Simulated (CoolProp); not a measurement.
Vapour-liquid equilibrium of R113 (1) + n-heptane (2) at 0.121 bar; x and y are mole fractions of (1).

Computed with CoolProp (multi-fluid Helmholtz-energy mixture model, Marx 1992 and Span 2003; pair parameters Bell 2016).

```tsv
x	bubble temperature (°C)	y at the bubble point	dew temperature at overall composition x (°C)	liquid density (mol/L)
0.05	32.2	0.320	38.6	6.784
0.15	21.7	0.633	36.4	7.007
0.25	14.9	0.771	34.0	7.208
0.35	10.1	0.844	31.4	7.399
0.45	6.6	0.889	28.4	7.587
0.55	3.9	0.918	25.0	7.775
0.65	1.7	0.941	21.0	7.968
0.75	-0.2	0.959	16.1	8.167
0.85	-1.9	0.975	9.7	8.376
0.95	-3.6	0.992	0.7	8.595
```

No azeotrope shows between x = 0.05 and 0.95.

The pair parameters rest on a limited set of measurements; away from them the model extrapolates.
